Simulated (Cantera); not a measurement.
An adiabatic, constant-volume homogeneous reactor starts with CO : H2 : CH4 : O2 : N2 : CO2 = 1 : 0.04 : 0.31 : 0.76 : 3.27 : 0.39 (molar parts), equivalence ratio 1.5, at 1525 K and 500000 Pa. Integrator tolerance rtol = 1e-08.

Computed with Cantera and GRI-Mech 3.0 (53 species, 325 reactions).

Task: What does this change do: pressure from 500000 Pa to 100000 Pa?

Result: 
| quantity | before | after |
|---|---|---|
| time of steepest temperature rise | 0.203 ms | 0.625 ms |
| temperature at 2.00 s | 2913 K | 2791 K |
| equilibrium temperature | 2913 K | 2791 K |
| x(CO) at 2.00 s | 0.145 (gas-phase equilibrium 0.145) | 0.152 (gas-phase equilibrium 0.152) |
| x(H2) at 2.00 s | 0.0126 (gas-phase equilibrium 0.0126) | 0.0139 (gas-phase equilibrium 0.0139) |
| x(CH4) at 2.00 s | <1e-12 (gas-phase equilibrium <1e-12) | <1e-12 (gas-phase equilibrium <1e-12) |
| x(H) at 2.00 s | 0.00440 (gas-phase equilibrium 0.00440) | 0.00694 (gas-phase equilibrium 0.00694) |
| x(CH2) at 2.00 s | <1e-12 (gas-phase equilibrium <1e-12) | <1e-12 (gas-phase equilibrium <1e-12) |
| x(HCN) at 2.00 s | 3.17e-8 (gas-phase equilibrium 3.17e-8) | 7.80e-9 (gas-phase equilibrium 7.80e-9) |
| x(C2H) at 2.00 s | <1e-12 (gas-phase equilibrium <1e-12) | <1e-12 (gas-phase equilibrium <1e-12) |

Task: What does this change do: H2 0.04 to 0.016 parts?

Result: 
```csv
quantity,before,after
time of steepest temperature rise,0.203 ms,0.281 ms
temperature at 2.00 s,2913 K,2912 K
equilibrium temperature,2913 K,2912 K
x(CO) at 2.00 s,0.145 (gas-phase equilibrium 0.145),0.143 (gas-phase equilibrium 0.143)
x(H2) at 2.00 s,0.0126 (gas-phase equilibrium 0.0126),0.0118 (gas-phase equilibrium 0.0118)
x(CH4) at 2.00 s,<1e-12 (gas-phase equilibrium <1e-12),<1e-12 (gas-phase equilibrium <1e-12)
x(H) at 2.00 s,0.00440 (gas-phase equilibrium 0.00440),0.00425 (gas-phase equilibrium 0.00425)
x(CH2) at 2.00 s,<1e-12 (gas-phase equilibrium <1e-12),<1e-12 (gas-phase equilibrium <1e-12)
x(HCN) at 2.00 s,3.17e-8 (gas-phase equilibrium 3.17e-8),2.95e-8 (gas-phase equilibrium 2.95e-8)
x(C2H) at 2.00 s,<1e-12 (gas-phase equilibrium <1e-12),<1e-12 (gas-phase equilibrium <1e-12)
```
